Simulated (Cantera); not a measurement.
Charge: 1 mol C₂F₆, 0.17 mol F₂, at 1123 K and 100000 Pa.

Cantera equilibrium calculation (NASA polynomials, part measured and part estimated; ideal gas, pure solids and liquids). Candidate condensed phases: C; 13 gas species. The feed counts by its element totals alone. Gases not in the tables: C₂F₆ and larger saturated fluorocarbons. Kinetics and transport are ignored.

Base state: CF₄ 1.00 (mole fractions); condensed: C(graphite).

**Question.** What changes in the equilibrium state with this change: F₂ from 0.17 to 2.1 mol?

**Answer.** 
```json
[
 {"species": "CF₄", "before": "1.00", "after": "0.598"},
 {"species": "F₂", "before": "<1e-9", "after": "0.255"},
 {"species": "F", "before": "<1e-9", "after": "0.147"},
 {"species": "C(graphite), mol", "before": "0.415", "after": "0"}
]
```
